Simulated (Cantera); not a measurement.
A perfectly stirred reactor is fed with 0.621 % C2H6, 99.4 % N2, at 760 Torr; it is held at 1398 K, and followed from long to short residence time.

Computed with Cantera and GRI-Mech 3.0 (53 species, 325 reactions). GRI-Mech 3.0 stops at C3 and has no aromatics, soot or wall deposition, so with more carbon than oxygen in the feed, carbon stays in small species such as C2H2 where larger ones or solid carbon would form.

x: mole fraction; the columns are a selection and need not sum to one.

| τ (s) | x C2H6 | x CH3 | x HCN | x CH2 | x CH4 | x C2H4 |
|---|---|---|---|---|---|---|
| 1.7 | 2.61e-5 | 8.55e-6 | 2.57e-8 | 1.12e-9 | 0.00226 | 0.000166 |
| 0.49 | 5.69e-5 | 1.21e-5 | 3.07e-8 | 2.57e-9 | 0.00190 | 0.000311 |
| 0.14 | 0.000125 | 1.71e-5 | 3.62e-8 | 5.95e-9 | 0.00159 | 0.000599 |
| 0.039 | 0.000295 | 2.58e-5 | 4.09e-8 | 1.41e-8 | 0.00136 | 0.00117 |
| 0.011 | … | … | 4.39e-8 | … | … | … |
| 0.0032 | 0.00188 | 6.96e-5 | 4.25e-8 | 6.84e-8 | 0.000768 | 0.00269 |
| 0.00091 | … | … | … | … | … | … |

Problem. Some entries are withheld; supply them.

Solution. 
- 0.011, x C2H6: 0.000745
- 0.011, x CH3: 4.18e-5
- 0.011, x CH2: 3.30e-8
- 0.011, x CH4: 0.00113
- 0.011, x C2H4: 0.00208
- 0.00091, x C2H6: 0.00392
- 0.00091, x CH3: 0.000101
- 0.00091, x HCN: 3.29e-8
- 0.00091, x CH2: 9.87e-8
- 0.00091, x CH4: 0.000314
- 0.00091, x C2H4: 0.00184
